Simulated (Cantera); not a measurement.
Mixture: CH4 : CO : O2 : N2 = 1 : 1.4 : 3.51 : 13.2 (molar parts), equivalence ratio 0.77, at 5.00 bar, adiabatic and at constant volume. Ignition delay is the time to a rise of 400 K.

Model: GRI-Mech 3.0 (53 species, 325 reactions), integrated in Cantera.

Question: Predict: delay at 1275 K; delay at 1425 K; delay at 1575 K; delay at 1725 K; apparent activation energy between 1650 and 1800 K.

Answer: 
| Item | Value |
|---|---|
| delay at 1275 K | 4.03 ms |
| delay at 1425 K | 0.623 ms |
| delay at 1575 K | 0.136 ms |
| delay at 1725 K | 41.2 µs |
| apparent activation energy between 1650 and 1800 K | 180 kJ/mol |
